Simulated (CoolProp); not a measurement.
A simple Rankine cycle with ethylbenzene: condensing at 327.15 K, boiler at 0.159 MPa, turbine inlet 441.9 K, turbine efficiency 0.6, pump efficiency 0.8, no recuperator. Each further row changes one setting.

The numbers come from the reference Helmholtz-energy equation of state, Zhou 2012 in CoolProp.

| case | thermal efficiency (%) | net work (kJ/kg) | heat in (kJ/kg) | turbine exit temperature (K) | volume ratio over the turbine |
|---|---|---|---|---|---|
| as stated | 11.3 | 62.5 | 552 | 400.8 | 26.9 |
| turbine inlet 461.9 K | 11.2 | 65.8 | 589 | 421.0 | 26.8 |
| condensing temperature 319.15 K | 12.2 | 69.0 | 567 | 396.6 | 38.8 |
| boiler pressure 0.111 MPa | 10.2 | 56.6 | 555 | 405.7 | 18.7 |
| turbine efficiency 0.5 | 9.4 | 52.0 | 552 | 407.2 | 27.3 |
